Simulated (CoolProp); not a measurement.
2000 sccm (0 °C, 1 atm) of nitrogen bubbles through liquid n-undecane at 326.2 K and leaves saturated at a total pressure of 0.0107 MPa (ideal gas phase). Each further row changes one setting.

The numbers come from the reference Helmholtz-energy equation of state, Aleksandrov 2011 in CoolProp. It is a short technical equation, of lower accuracy than the large ones.

```json
[
 {"case": "as stated", "vapour pressure (kPa)": "0.392", "mole fraction of vapour": "0.0367", "delivery (mg/min)": "531", "delivery (sccm)": "76.1", "change of delivery for a bath 1 K warmer (%)": "[?]"},
 {"case": "bath temperature 331.2 K", "vapour pressure (kPa)": "0.529", "mole fraction of vapour": "0.0495", "delivery (mg/min)": "726", "delivery (sccm)": "104", "change of delivery for a bath 1 K warmer (%)": "6.4"},
 {"case": "total pressure 0.0214 MPa", "vapour pressure (kPa)": "0.392", "mole fraction of vapour": "[?]", "delivery (mg/min)": "[?]", "delivery (sccm)": "37.3", "change of delivery for a bath 1 K warmer (%)": "6.4"}
]
```

Question: Some entries are withheld; supply them.

Answer: 
- as stated, change of delivery for a bath 1 K warmer (%): 6.5
- total pressure 0.0214 MPa, mole fraction of vapour: 0.0183
- total pressure 0.0214 MPa, delivery (mg/min): 260
